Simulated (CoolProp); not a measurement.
Aqueous propylene glycol as a coolant, at 15 °C, 1 atm.

Model: Melinder's fits for secondary coolants, in CoolProp.

```
mass %  freezing point (°C)  density (kg/m³)  conductivity (W/(m K))  viscosity (mPa s)  Prandtl number
------  -------------------  ---------------  ----------------------  -----------------  --------------
1.4                    -0.3             1000                   0.583               1.21            8.68
11.2                   -3.3             1008                   0.531               1.73            13.2
20.9                   -7.6             1017                   0.483               2.49            20.4
30.7                  -13.2             1027                   0.437               3.71            32.5
40.4                  -20.9             1035                   0.395               5.55            51.7
50.2                  -32.5             1042                   0.356               8.20            80.8
59.9                  -49.8             1046                   0.321               11.9             123
```
